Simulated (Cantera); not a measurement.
A freely propagating, adiabatic, planar premixed flame of C3H8 : O2 : N2 = 1 : 5.15 : 19.4 (molar parts), equivalence ratio 0.97, unburnt at 325 K and 10.0 bar; mixture-averaged transport, grid criteria slope 0.08 and curve 0.16, no radiation.

Model: GRI-Mech 3.0 (53 species, 325 reactions), integrated in Cantera. GRI-Mech 3.0 was tuned for natural gas; its chemistry of propane as a main component is partial and can be far from experiment. Burning velocities carry a grid error of a few per cent, more on coarse grids.

Question: Predict: laminar burning velocity; thermal thickness; peak x(CH2CO); peak x(HCO); peak x(C2H2).

Answer: 
```json
{
 "laminar_burning_velocity": "26.6 cm/s",
 "thermal_thickness": "0.0601 mm",
 "peak x(CH2CO)": "0.00143",
 "peak x(HCO)": "2.69e-5",
 "peak x(C2H2)": "0.000846"
}
```
